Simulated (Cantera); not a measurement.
An isothermal, constant-pressure homogeneous reactor starts with C2H6 : N2 = 1 : 11 (molar parts), at 1248 K and 2670 Pa. Integrator tolerance rtol = 1e-08.

Model: GRI-Mech 3.0 (53 species, 325 reactions), integrated in Cantera. GRI-Mech 3.0 stops at C3 and has no aromatics, soot or wall deposition, so with more carbon than oxygen in the feed, carbon stays in small species such as C2H2 where larger ones or solid carbon would form. Radical loss at walls, strong at low pressure, is not modelled.

### Question
What does this change do: N2 11 to 14 parts?

### Answer
```csv
quantity,before,after
x(C2H6) at 2.00 s,1.15e-5 (gas-phase equilibrium 2.41e-7),9.17e-6 (gas-phase equilibrium 1.29e-7)
x(H2) at 2.00 s,0.0924 (gas-phase equilibrium 0.135),0.0768 (gas-phase equilibrium 0.112)
x(C2H2) at 2.00 s,0.0360 (gas-phase equilibrium 0.0367),0.0304 (gas-phase equilibrium 0.0282)
x(CH3) at 2.00 s,4.32e-6 (gas-phase equilibrium 8.55e-7),3.96e-6 (gas-phase equilibrium 6.25e-7)
x(CH4) at 2.00 s,0.0185 (gas-phase equilibrium 0.00563),0.0146 (gas-phase equilibrium 0.00375)
```

### Question
What does this change do: C2H6 1 to 7.5 parts?

### Answer
```json
[
 {"quantity": "x(C2H6) at 2.00 s", "before": "1.15e-5 (gas-phase equilibrium 2.41e-7)", "after": "8.05e-5 (gas-phase equilibrium 8.47e-6)"},
 {"quantity": "x(H2) at 2.00 s", "before": "0.0924 (gas-phase equilibrium 0.135)", "after": "0.297 (gas-phase equilibrium 0.383)"},
 {"quantity": "x(C2H2) at 2.00 s", "before": "0.0360 (gas-phase equilibrium 0.0367)", "after": "0.103 (gas-phase equilibrium 0.159)"},
 {"quantity": "x(CH3) at 2.00 s", "before": "4.32e-6 (gas-phase equilibrium 8.55e-7)", "after": "1.04e-5 (gas-phase equilibrium 5.07e-6)"},
 {"quantity": "x(CH4) at 2.00 s", "before": "0.0185 (gas-phase equilibrium 0.00563)", "after": "0.0761 (gas-phase equilibrium 0.0563)"}
]
```
